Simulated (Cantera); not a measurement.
An isothermal, constant-pressure homogeneous reactor starts with CH₄ : N₂ = 1 : 2 (molar parts), at 1375 K and 0.987 atm. Integrator tolerance rtol = 1e-08.

Model: GRI-Mech 3.0 (53 species, 325 reactions), integrated in Cantera. GRI-Mech 3.0 stops at C3 and has no aromatics, soot or wall deposition, so with more carbon than oxygen in the feed, carbon stays in small species such as C2H2 where larger ones or solid carbon would form.

Q: What does this change do: pressure from 0.987 atm to 0.0237 atm?

A: 
```
quantity                                             before                                      after
----------------  -----------------------------------------  -----------------------------------------
x(CH₄) at 200 s        0.112 (gas-phase equilibrium 0.0995)      0.117 (gas-phase equilibrium 0.00560)
x(C₂H) at 200 s   3.85e-10 (gas-phase equilibrium 2.41e-10)    1.23e-9 (gas-phase equilibrium 2.37e-9)
x(CH₂) at 200 s   7.70e-11 (gas-phase equilibrium 6.41e-11)  5.71e-10 (gas-phase equilibrium 1.04e-10)
x(C₂H₂) at 200 s      0.0676 (gas-phase equilibrium 0.0437)      0.0804 (gas-phase equilibrium 0.0801)
x(H) at 200 s       1.68e-6 (gas-phase equilibrium 1.74e-6)    4.60e-6 (gas-phase equilibrium 1.35e-5)
x(HCN) at 200 s      3.68e-9 (gas-phase equilibrium 0.0663)     1.05e-9 (gas-phase equilibrium 0.0843)
```
Radical loss at walls, strong at low pressure, is not modelled.
